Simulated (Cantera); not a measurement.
An adiabatic, constant-pressure homogeneous reactor starts with 7.49 % CO, 7.41 % H₂, 2.92 % CH₄, 17.3 % O₂, 64.9 % N₂, equivalence ratio 0.77, at 1775 K and 0.420 bar.

Model: GRI-Mech 3.0 (53 species, 325 reactions), integrated in Cantera.

Task: Predict: time of steepest temperature rise; temperature at 0.500 s; equilibrium temperature; x(CO) at 0.500 s; x(H₂) at 0.500 s; x(O) at 0.500 s; x(HO₂) at 0.500 s.

Result: time of steepest temperature rise: 35.9 µs
temperature at 0.500 s: 2717 K
equilibrium temperature: 2717 K
x(CO) at 0.500 s: 0.0449 (gas-phase equilibrium 0.0449)
x(H₂) at 0.500 s: 0.0115 (gas-phase equilibrium 0.0115)
x(O) at 0.500 s: 0.0136 (gas-phase equilibrium 0.0136)
x(HO₂) at 0.500 s: 6.98e-6 (gas-phase equilibrium 6.98e-6)
